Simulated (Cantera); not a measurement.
Charge: 1 mol CH3F, 0.056 mol CH4, 3.2 mol H2, equilibrated at 0.100 bar.

Equilibrium computed with Cantera from the NASA thermochemical tables; the gas is ideal and each condensed phase is pure. Candidate condensed phases: C, C6H6, C7H8, C8H18; 95 gas species. Kinetics and transport are ignored.

log p: log10 of the partial pressure in bar; n: condensed amount in mol.

```csv
T (K),log p H2,log p CH4,log p HF,log p H,n C(graphite)
675,-1.29,-1.61,-1.63,<-13,[?]
725,-1.23,-1.74,-1.65,<-13,[?]
775,-1.16,-2.01,-1.68,-12.58,[?]
825,-1.12,-2.29,-1.70,-11.66,[?]
875,-1.11,-2.58,-1.71,-10.85,0.918
925,-1.10,-2.84,-1.72,-10.13,0.981
975,-1.10,-3.09,-1.72,-9.49,1.01
1025,-1.09,-3.32,-1.72,-8.91,1.03
1075,-1.09,-3.53,-1.72,-8.38,1.04
1125,-1.09,-3.72,-1.72,-7.90,1.05
1175,-1.09,-3.90,-1.72,-7.46,1.05
1225,-1.09,-4.06,-1.72,-7.05,1.05
1275,-1.09,-4.21,-1.72,-6.68,1.05
1325,-1.09,-4.35,-1.73,-6.33,1.05
```

Problem. Some entries are withheld; supply them.

Solution. 
- 675, n C(graphite): 0
- 725, n C(graphite): 0.238
- 775, n C(graphite): 0.579
- 825, n C(graphite): 0.798
